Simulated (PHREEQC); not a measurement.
Dissolve 0.012 mol/kgw NH4Cl, 0.016 mol/kgw NH3 and 0.0011 mol/kgw LiCl at 37 °C. Closed to the air; pH follows from the charge balance.

Model: ion-association model, phreeqc.dat, run in PHREEQC.

Precipitation was switched off in this run.

Task: Predict the pH.

Result: pH 9.07.

Task: In which forms is N present?

Result: NH3 57 %, NH4+ 43 % of the N.

Complexes and solids missing from the database can't appear. Away from 25 °C the constants follow the database's enthalpies or fits; those with neither stay at their 25 °C values.
